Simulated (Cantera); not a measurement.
An isothermal, constant-pressure homogeneous reactor starts with C2H6 : N2 = 1 : 11 (molar parts), at 1575 K and 10.00 Torr. Integrator tolerance rtol = 1e-08.

Detailed kinetics in Cantera: GRI-Mech 3.0 (53 species, 325 reactions). GRI-Mech 3.0 stops at C3 and has no aromatics, soot or wall deposition, so with more carbon than oxygen in the feed, carbon stays in small species such as C2H2 where larger ones or solid carbon would form. Radical loss at walls, strong at low pressure, is not modelled.

Q: What does this change do: pressure from 10.00 Torr to 1.00 bar?

A: 
```csv
quantity,before,after
x(C2H6) at 50.0 s,6.90e-9 (gas-phase equilibrium 7.81e-11),8.56e-7 (gas-phase equilibrium 3.93e-7)
x(CH2) at 50.0 s,1.02e-8 (gas-phase equilibrium 8.44e-10),1.21e-9 (gas-phase equilibrium 8.12e-10)
x(C2H) at 50.0 s,1.97e-7 (gas-phase equilibrium 8.77e-8),2.27e-8 (gas-phase equilibrium 9.89e-9)
x(C2H4) at 50.0 s,1.88e-5 (gas-phase equilibrium 8.20e-6),0.00127 (gas-phase equilibrium 0.000569)
x(CH4) at 50.0 s,0.000620 (gas-phase equilibrium 4.98e-5),0.00507 (gas-phase equilibrium 0.00347)
x(CH3) at 50.0 s,1.19e-5 (gas-phase equilibrium 9.70e-7),1.17e-5 (gas-phase equilibrium 7.93e-6)
```
